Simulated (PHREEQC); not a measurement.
A PHREEQC speciation (ion-association model, phreeqc.dat) at 20 °C gives pH 8.64 and these molalities:

```json
[
 {"species": "H3BO3", "mol/kgw": "0.00404"},
 {"species": "NH4+", "mol/kgw": "0.00156"},
 {"species": "H2BO3-", "mol/kgw": "0.00156"},
 {"species": "NH3", "mol/kgw": "0.000240"},
 {"species": "OH-", "mol/kgw": "4.04e-6"}
]
```

Task: What are the element totals, and what could have been dissolved in 1 kg of water to give them?

Result: Several could match; the one computed here: totals B 0.00560, N(-3) 0.00180 mol/kgw, from 0.0018 mol/kgw NH3 and 0.0056 mol/kgw H3BO3.

No solid was allowed to form. Under pressure, the constants of complexes without a molar volume in the database are unreliable.
